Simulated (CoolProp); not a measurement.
Values from CoolProp's reference Helmholtz-energy equation of state, Lemmon 2006. It is a short technical equation, of lower accuracy than the large ones.

### Question
For hydrogen sulfide, give the phase and the Z, expansivity (1/kK), viscosity (µPa s) at 25.55 °C and 7.86 MPa; 87.05 °C and 21.3 MPa.

### Answer
- 25.55 °C and 7.86 MPa: liquid; Z 0.137, expansivity 2.99, viscosity 131
- 87.05 °C and 21.3 MPa: liquid; Z 0.357, expansivity 3.99, viscosity 87.7

Viscosity comes from a separate model (Quiñones-Cisneros 2012).
